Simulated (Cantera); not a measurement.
A Cantera script and its output.

```python
import numpy as np
import cantera as ct

gas = ct.Solution("gri30.yaml")
gas.TPX = 1800, 20, {'C2H6': 1, 'N2': 91}
inlet = ct.Reservoir(gas, clone=True)

reactor = ct.IdealGasConstPressureReactor(gas, energy="off", clone=False)
exhaust = ct.Reservoir(gas, clone=True)
tau = [21, 7, 2.3, 0.75, 0.25, 0.081, 0.027, 0.0088, 0.0029, 0.00095][0]
for a, b in ((inlet, reactor), (reactor, exhaust)):
    ct.MassFlowController(a, b, mdot=lambda t: reactor.mass / tau)
net = ct.ReactorNet([reactor])
show = ['C2H6', 'H', 'H2', 'CH2', 'CH4', 'C2H', 'C2H4']

rows = []
print(f"{'tau/s':>10s}{'T/K':>9s}" + "".join(f"{s:>11s}" for s in show))
for tau in [21, 7, 2.3, 0.75, 0.25, 0.081, 0.027, 0.0088, 0.0029, 0.00095]:
    net.initial_time = 0.0
    net.advance(30 * tau)
    before = gas.X
    net.advance(40 * tau)
    drift = np.max(np.abs(gas.X - before) / (gas.X + 1e-9))
    rows.append([gas.T, *gas[show].X, drift])
    print(f"{tau:10.3e}{gas.T:9.1f}" + "".join(f"{x:11.3e}" for x in gas[show].X))
```

It prints:

```
     tau/s      T/K       C2H6          H         H2        CH2        CH4        C2H       C2H4
 2.100e+01   1800.0  6.888e-06  5.809e-04  1.963e-02  8.116e-06  6.124e-04  2.559e-06  6.075e-05
 7.000e+00   1800.0  2.001e-05  6.618e-04  1.878e-02  1.345e-05  8.841e-04  2.952e-06  1.587e-04
 2.300e+00   1800.0  5.820e-05  7.739e-04  1.745e-02  2.161e-05  1.194e-03  3.472e-06  3.942e-04
 7.500e-01   1800.0  1.684e-04  9.075e-04  1.534e-02  3.294e-05  1.464e-03  4.017e-06  9.065e-04
 2.500e-01   1800.0  4.719e-04  1.021e-03  1.220e-02  4.593e-05  1.511e-03  4.224e-06  1.794e-03
 8.100e-02   1800.0  1.331e-03  1.026e-03  7.806e-03  5.580e-05  1.135e-03  3.352e-06  2.746e-03
 2.700e-02   1800.0  3.389e-03  7.869e-04  3.387e-03  5.012e-05  5.148e-04  1.201e-06  2.395e-03
 8.800e-03   1800.0  6.802e-03  3.194e-04  6.533e-04  2.252e-05  1.242e-04  2.959e-08  7.016e-04
 2.900e-03   1800.0  9.275e-03  3.783e-05  3.073e-05  2.616e-06  1.939e-05  6.457e-12  4.191e-05
 9.500e-04   1800.0  1.030e-02  2.361e-06  6.744e-07  1.217e-07  2.349e-06  9.362e-16  1.372e-06
```

Cantera simulation using GRI-Mech 3.0 (53 species, 325 reactions); the numbers are that mechanism's predictions, not measurements. GRI-Mech 3.0 stops at C3 and has no aromatics, soot or wall deposition, so with more carbon than oxygen in the feed, carbon stays in small species such as C2H2 where larger ones or solid carbon would form. Radical loss at walls, strong at low pressure, is not modelled.
